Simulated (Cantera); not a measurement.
A closed system holds: 1 mol ZrN, 1.9 mol H2, held at 0.00133 bar.

Equilibrium computed with Cantera from the NASA thermochemical tables; the gas is ideal and each condensed phase is pure. Candidate condensed phases: Zr, ZrN; 11 gas species. Mutual solubility and eutectic melting of coexisting phases are not modelled. ZrN: taken at fixed stoichiometry. Condensed phases not in the tables: N, O or C dissolved in the metal. Kinetics and transport are ignored.

### Question
At 2175 °C, list the 4 most abundant gas species with their mole fractions, and the condensed phases.

### Answer
H2 0.582, H 0.416, Zr 0.00116, N2 0.000803. Condensed: Zr(l) + ZrN(s).
